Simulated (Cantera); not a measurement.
What does this Cantera script print?

```python
import numpy as np
import cantera as ct

gas_names = """
    H HNO HNO2 HNO3 HO2 H2 H2O H2O2 N NH NH2 NH3 NH2OH NO NO2 NO3 N2 N2H2 N2H4 N2O O OH O2 O3 Si SiH
    SiH2 SiH3 SiH4 SiN SiO SiO2 Si2 Si2N Si3
""".split()
cond_names = """
    H2O(s) H2O(L) Si(cr) Si(L) SiO2(Lqz) SiO2(hqz) SiO2(L) Si2N2O(s) Si3N4(a)
""".split()


def load(file, names, dense=False):
    # The tables refer to 1 bar. Condensed volumes are neglected.
    table = {s.name: s for s in ct.Species.list_from_file(file)}
    out = []
    for n in names:
        d = dict(table[n].input_data)
        d["thermo"] = dict(d["thermo"], **{"reference-pressure": 1e5})
        if dense:
            d["equation-of-state"] = {"model": "constant-volume", "density": "1e6 g/cm^3"}
        out.append(ct.Species.from_dict(d))
    return out


gas = ct.Solution(thermo="ideal-gas", species=load("nasa_gas.yaml", gas_names))
cond = {s.name: ct.Solution(thermo="fixed-stoichiometry", species=[s], name=s.name)
        for s in load("nasa_condensed.yaml", cond_names, dense=True)}
atoms = {
    'Si3N4': {'Si': 3, 'N': 4},
    'H2O': {'H': 2, 'O': 1},
    'N2': {'N': 2},
}
top_T = {'Si2N2O(s)': 2100, 'Si3N4(a)': 2400}  # K; cautious upper limits of use, not melting points


def equilibrate(T, P, feed):
    n = {}
    for name, mol in feed.items():
        for a, k in atoms[name].items():
            n[a] = n.get(a, 0.0) + k * mol
    gas.TPX = T, P, n
    mass = sum(n.values()) * gas.mean_molecular_weight
    gas.equilibrate("TP")
    valid = [c for c in cond.values() if c.min_temp <= T <= top_T.get(c.name, c.max_temp)]
    mix = ct.Mixture([(gas, mass / gas.mean_molecular_weight)] + [(c, 0.0) for c in valid])
    mix.T, mix.P = T, P
    mix.equilibrate("TP", solver="vcs", rtol=1e-11, max_steps=5000)
    return mix


results = []
feed = {'Si3N4': 1, 'H2O': 0.045, 'N2': 46}  # mol
T = 1548.15  # K
P = 1333.22  # Pa
mix = equilibrate(T, P, feed)
results.append((T, P, feed, dict(zip(mix.species_names, mix.species_moles))))
print(gas.report(threshold=0.001))
for i in range(1, mix.n_phases):
    print(f"{mix.phase(i).name:16s} {mix.phase_moles(i):12.5e} mol")
```

Output:

```
       temperature   1548.2 K
          pressure   1333.2 Pa
           density   0.002899 kg/m^3
  mean mol. weight   27.989 kg/kmol
   phase of matter   gas

                          1 kg             1 kmol
                     ---------------   ---------------
          enthalpy        1.4306e+06        4.0042e+07  J
   internal energy        9.7073e+05         2.717e+07  J
           entropy            9963.2        2.7886e+05  J/K
    Gibbs function       -1.3994e+07       -3.9168e+08  J
 heat capacity c_p            1247.5             34915  J/K
 heat capacity c_v             950.4             26601  J/K

                      mass frac. Y      mole frac. X     chem. pot. / RT
                     ---------------   ---------------   ---------------
                N2           0.99986           0.99898           -30.428
     [  +34 minor]        0.00013631          0.001023

Si(cr)            0.00000e+00 mol
SiO2(hqz)         0.00000e+00 mol
Si2N2O(s)         4.30751e-02 mol
Si3N4(a)          9.70640e-01 mol
```

These are equilibrium values from Cantera (NASA tables, ideal gas, pure condensed phases), not measurements of a reactor. Mutual solubility and eutectic melting of coexisting phases are not modelled.
